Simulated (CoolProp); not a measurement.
Saturation properties of sulfur dioxide.

Model: reference Helmholtz-energy equation of state, Gao 2016, in CoolProp.

| T (K) | p (bar) | liquid density (kg/m³) | enthalpy of vaporisation (kJ/kg) | liquid cp (kJ/(kg K)) | vapour Z | surface tension (mN/m) |
|---|---|---|---|---|---|---|
| 203.5 | 0.02724 | 1613 | 439.5 | 1.380 | 0.9980 | 40.4 |
| 209.2 | 0.04282 | 1599 | 434.8 | 1.375 | 0.9972 | 39.3 |
| 215 | 0.06589 | 1584 | 430.0 | 1.370 | 0.9961 | 38.1 |
| 220.7 | 0.09808 | 1570 | 425.4 | 1.367 | 0.9947 | 36.9 |
| 226.5 | 0.1435 | 1555 | 420.6 | 1.363 | 0.9930 | 35.8 |
| 232.2 | 0.2041 | 1541 | 415.9 | 1.361 | 0.9910 | 34.6 |
| 238 | 0.2862 | 1526 | 411.1 | 1.359 | 0.9885 | 33.5 |
| 243.7 | 0.3916 | 1512 | 406.3 | 1.358 | 0.9857 | 32.4 |
| 249.5 | 0.5297 | 1497 | 401.4 | 1.358 | 0.9823 | 31.2 |

It boils at 263.1 K under 1 atm.

Surface tension comes from a separate correlation (Mulero 2012).
